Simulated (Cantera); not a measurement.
# Reactions in the system C-H-Ti

Source: NASA polynomial tables (part measured, part estimated), evaluated in Cantera. Values are per mole of reaction as written; species without (g) are pure solids or liquids, kept so even where they would boil at 1 bar. TiC: taken at fixed stoichiometry.

C2H2(g) + 2 Ti → 2 H(g) + 2 TiC

```json
[
 {"T (K)": "300", "ΔH° (kJ)": "-160.4", "ΔS° (J/K)": "15.6", "ΔG° (kJ)": "-165.1", "log10 K": "28.74", "condensed phases": "Ti(α), TiC(s)"},
 {"T (K)": "1073", "ΔH° (kJ)": "-147.0", "ΔS° (J/K)": "38.8", "ΔG° (kJ)": "-188.6", "log10 K": "9.18", "condensed phases": "Ti(α), TiC(s)"},
 {"T (K)": "1223", "ΔH° (kJ)": "-153.9", "ΔS° (J/K)": "32.8", "ΔG° (kJ)": "-194.0", "log10 K": "8.29", "condensed phases": "Ti(β), TiC(s)"},
 {"T (K)": "1373", "ΔH° (kJ)": "-151.6", "ΔS° (J/K)": "34.5", "ΔG° (kJ)": "-199.1", "log10 K": "7.57", "condensed phases": "Ti(β), TiC(s)"},
 {"T (K)": "1523", "ΔH° (kJ)": "-150.0", "ΔS° (J/K)": "35.7", "ΔG° (kJ)": "-204.3", "log10 K": "7.01", "condensed phases": "Ti(β), TiC(s)"},
 {"T (K)": "1673", "ΔH° (kJ)": "-149.0", "ΔS° (J/K)": "36.3", "ΔG° (kJ)": "-209.7", "log10 K": "6.55", "condensed phases": "Ti(β), TiC(s)"}
]
```
